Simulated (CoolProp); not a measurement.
Model: reference Helmholtz-energy equation of state, Thol 2015, in CoolProp.

For octamethylcyclotetrasiloxane (D4), give the phase and the density (kg/m³), Joule-Thomson coefficient (K/MPa), fugacity coefficient at 620 K and 3.11 MPa; 620 K and 4.66 MPa; 620 K and 5.7 MPa.


- 620 K and 3.11 MPa: supercritical; density 468, Joule-Thomson coefficient 2.76, fugacity coefficient 0.458
- 620 K and 4.66 MPa: supercritical; density 533, Joule-Thomson coefficient 1.01, fugacity coefficient 0.365
- 620 K and 5.7 MPa: supercritical; density 557, Joule-Thomson coefficient 0.638, fugacity coefficient 0.333
